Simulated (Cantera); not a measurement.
Cantera with NASA thermochemical tables; ideal gases at 1 bar, condensed phases pure. Values are per mole of reaction as written; species without (g) are pure solids or liquids, kept so even where they would boil at 1 bar.

**Question.** Between 1625 and 1925 K, where is each reaction favourable under standard conditions?
- 2 HF(g) + CaCl2 = Ca + 2 HCl(g) + 2 F(g)

**Answer.** 
- 2 HF(g) + CaCl2 = Ca + 2 HCl(g) + 2 F(g): ΔG° is 876 kJ at 1625 K and 802 kJ at 1925 K; it stays positive (K < 1). ΔH° is 1275 kJ and ΔS° 246 J/K at 1925 K.
